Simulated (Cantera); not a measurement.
# Reactions in the system Cl-H-Ti

Cantera with NASA thermochemical tables; ideal gases at 1 bar, condensed phases pure. Values are per mole of reaction as written; species without (g) are pure solids or liquids, kept so even where they would boil at 1 bar.

2 TiCl₃(g) + 2 HCl(g) = H₂(g) + 2 TiCl₄

```csv
T (K),ΔH° (kJ),ΔS° (J/K),ΔG° (kJ),log10 K
300,-344.9,-371.3,-233.5,40.65
350,-339.2,-353.9,-215.4,32.14
375,-336.5,-346.4,-206.6,28.78
400,-333.8,-339.5,-198.0,25.86
425,-331.2,-333.1,-189.6,23.31
450,-328.6,-327.2,-181.4,21.05
475,-326.0,-321.6,-173.3,19.05
500,-323.5,-316.4,-165.3,17.27
525,-321.0,-311.5,-157.4,15.66
550,-318.5,-306.8,-149.7,14.22
```

2 TiCl₄ = Cl₂(g) + 2 TiCl₃(g)

```json
[
 {"T (K)": "300", "ΔH° (kJ)": "529.5", "ΔS° (J/K)": "351.3", "ΔG° (kJ)": "424.1", "log10 K": "-73.84"},
 {"T (K)": "350", "ΔH° (kJ)": "524.1", "ΔS° (J/K)": "334.7", "ΔG° (kJ)": "407.0", "log10 K": "-60.74"},
 {"T (K)": "375", "ΔH° (kJ)": "521.5", "ΔS° (J/K)": "327.6", "ΔG° (kJ)": "398.7", "log10 K": "-55.53"},
 {"T (K)": "400", "ΔH° (kJ)": "519.0", "ΔS° (J/K)": "321.1", "ΔG° (kJ)": "390.6", "log10 K": "-51.00"},
 {"T (K)": "425", "ΔH° (kJ)": "516.5", "ΔS° (J/K)": "315.1", "ΔG° (kJ)": "382.6", "log10 K": "-47.03"},
 {"T (K)": "450", "ΔH° (kJ)": "514.1", "ΔS° (J/K)": "309.5", "ΔG° (kJ)": "374.8", "log10 K": "-43.51"},
 {"T (K)": "475", "ΔH° (kJ)": "511.7", "ΔS° (J/K)": "304.3", "ΔG° (kJ)": "367.2", "log10 K": "-40.37"},
 {"T (K)": "500", "ΔH° (kJ)": "509.3", "ΔS° (J/K)": "299.5", "ΔG° (kJ)": "359.6", "log10 K": "-37.57"},
 {"T (K)": "525", "ΔH° (kJ)": "507.0", "ΔS° (J/K)": "294.9", "ΔG° (kJ)": "352.2", "log10 K": "-35.04"},
 {"T (K)": "550", "ΔH° (kJ)": "504.6", "ΔS° (J/K)": "290.5", "ΔG° (kJ)": "344.9", "log10 K": "-32.75"}
]
```
